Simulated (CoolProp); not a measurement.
Isohexane along the isotherm 261.55 °C: fugacity coefficient from the reference equation and from simpler models built on Tc = 224.6 °C, pc = 30.43 bar, ω = 0.280; each cubic takes its own stable root.

The numbers come from the reference Helmholtz-energy equation of state, Lemmon 2006 in CoolProp. It is a short technical equation, of lower accuracy than the large ones.

```json
[
 {"p (bar)": "8.45", "phase": "gas", "reference": "0.9261"},
 {"p (bar)": "16.9", "phase": "gas", "reference": "0.8538"},
 {"p (bar)": "25.4", "phase": "gas", "reference": "0.7823"},
 {"p (bar)": "33.8", "phase": "supercritical", "reference": "0.7125"},
 {"p (bar)": "42.3", "phase": "supercritical", "reference": "0.6425"},
 {"p (bar)": "50.7", "phase": "supercritical", "reference": "0.5768"},
 {"p (bar)": "59.2", "phase": "supercritical", "reference": "0.5222"},
 {"p (bar)": "67.6", "phase": "supercritical", "reference": "0.4800"},
 {"p (bar)": "76.1", "phase": "supercritical", "reference": "0.4465"}
]
```

**Question.** How far does each simpler model (van der Waals, Redlich-Kwong, Soave-Redlich-Kwong, Peng-Robinson) lie from the reference over these 9 states: mean and median of the absolute difference, and the worst?

**Answer.** 
- van der Waals: mean 1.7 %, median 1.5 %, worst +4.3 % at 261.55 °C and 76.1 bar
- Redlich-Kwong: mean 0.5 %, median 0.4 %, worst +0.9 % at 261.55 °C and 76.1 bar
- Soave-Redlich-Kwong: mean 2.6 %, median 2.1 %, worst +6.0 % at 261.55 °C and 76.1 bar
- Peng-Robinson: mean 1.4 %, median 1.5 %, worst -2.2 % at 261.55 °C and 33.8 bar
